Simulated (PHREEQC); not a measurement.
## Leach liquor (model solution)

Dissolve 0.01 mol/kgw HCl, 0.023 mol/kgw CuSO4 and 0.051 mol/kgw Fe2(SO4)3 at 25 °C. Closed to the air; pH follows from the charge balance.

The numbers come from PHREEQC with the ion-association model, phreeqc.dat.

No solid was allowed to form.

Problem. Estimate the pH, ionic strength.

Solution. pH 2.37; ionic strength 0.201 mol/kgw.

Problem. In which forms is Cl present?

Solution. Cl- 96 %, FeCl+2 2.7 %, CuCl+ 1.1 % of the Cl.

The solution is supersaturated, for example in Hematite (slow to form), Goethite (slow to form), so a real one may precipitate; this is no full list.
